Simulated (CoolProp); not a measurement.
The fluid at 298.15 K and 7.27 MPa flows at 7.5 m/s in a round tube of 25 mm bore and 15 µm roughness, fully developed (64/Re and Nu = 3.66 if laminar; Colebrook and Gnielinski if turbulent). The same conditions are run with several fluids, on thermodynamics alone (safety and materials aside).

The numbers come from the reference Helmholtz-energy equation of state of each fluid (nitrogen: Span 2000; CF4 (R14): Platzer 1990; dry air: Lemmon 2000; C2F6 (R116): Lemmon 2006; methane: Setzmann 1991) in CoolProp. The equations of Platzer and Polt are older, rougher fits. Blends and air are pseudo-pure fits.

| fluid | Reynolds number | Darcy friction factor | pressure drop (Pa/m) | heat-transfer coefficient (W/(m² K)) | mass flow (kg/h) |
|---|---|---|---|---|---|
| nitrogen | ? | 0.0180 | 1660 | 1790 | 1090 |
| CF4 (R14) | ? | 0.0176 | ? | 5380 | 4560 |
| dry air | ? | ? | 1730 | ? | 1140 |
| C2F6 (R116) | 2060000 | 0.0176 | 21600 | 14400 | ? |
| methane | 780000 | 0.0180 | 1080 | 2620 | 705 |

### Question
Some entries are withheld; supply them.

### Answer

- nitrogen, Reynolds number: 805000
- CF4 (R14), Reynolds number: 2570000
- CF4 (R14), pressure drop (Pa/m): 6810
- dry air, Reynolds number: 811000
- dry air, Darcy friction factor: 0.0179
- dry air, heat-transfer coefficient (W/(m² K)): 1800
- C2F6 (R116), mass flow (kg/h): 14500

Transport values come from each fluid's own correlations; those of CF4 (R14), C2F6 (R116) are estimates that may be off by 10 % or more.
